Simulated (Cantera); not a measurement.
Mixture: 10.9 % CH3OH, 14.8 % O2, 74.3 % N2, equivalence ratio 1.1, at 1.48 atm, adiabatic and at constant pressure. Ignition delay is the time to a rise of 400 K.

Model: GRI-Mech 3.0 (53 species, 325 reactions), integrated in Cantera. GRI-Mech 3.0 was tuned for natural gas; its chemistry of methanol as a main component is partial and can be far from experiment.

Q: Predict: delay at 1250 K; delay at 1325 K; delay at 1400 K; delay at 1475 K; delay at 1550 K; delay at 1625 K; delay at 1700 K; apparent activation energy between 1550 and 1700 K.

A: 
```json
{
 "delay at 1250 K": "3.21 ms",
 "delay at 1325 K": "1.13 ms",
 "delay at 1400 K": "0.458 ms",
 "delay at 1475 K": "0.211 ms",
 "delay at 1550 K": "0.108 ms",
 "delay at 1625 K": "60.2 µs",
 "delay at 1700 K": "36.0 µs",
 "apparent activation energy between 1550 and 1700 K": "160 kJ/mol"
}
```
